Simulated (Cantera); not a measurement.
**Silicon carbide growth: Si(CH3)4 + HCl + H2**

Charge: 1 mol Si(CH3)4, 0.079 mol HCl, 1.3 mol H2, held at 1.33 mbar.

These are equilibrium values from Cantera (NASA tables, ideal gas, pure condensed phases), not measurements of a reactor. Candidate condensed phases: C, C6H6, C7H8, C8H18, Si, SiC; 109 gas species. The tables' values for SiCl are old estimates; treat these amounts as uncertain. Gases not in the tables: Si2H6 and higher silanes. The numbers say what is thermodynamically allowed, not how fast it happens.

From 1775 °C to 2000 °C the condensed part is C(graphite) + SiC(s). From 2025 °C to 2050 °C the condensed part is C(graphite). The main Si-bearing gas is Si throughout.

```csv
T (°C),x H2,x H,x Si,x SiC2,n C(graphite),n SiC(s)
1775,0.926,0.0590,0.00370,0.000190,3.01,0.967
1800,0.914,0.0689,0.00532,0.000306,3.02,0.952
1825,0.900,0.0800,0.00759,0.000485,3.04,0.931
1850,0.884,0.0924,0.0107,0.000761,3.06,0.900
1875,0.865,0.106,0.0151,0.00118,3.09,0.856
1900,0.843,0.121,0.0209,0.00181,3.14,0.794
1925,0.817,0.138,0.0289,0.00276,3.20,0.706
1950,0.786,0.156,0.0397,0.00416,3.29,0.580
1975,0.749,0.174,0.0540,0.00620,3.41,0.401
2000,0.706,0.193,0.0730,0.00917,3.59,0.143
2025,0.672,0.215,0.0829,0.0114,3.68,0
2050,0.648,0.240,0.0827,0.0123,3.66,0
```
x: gas mole fraction; n: condensed amount in mol.
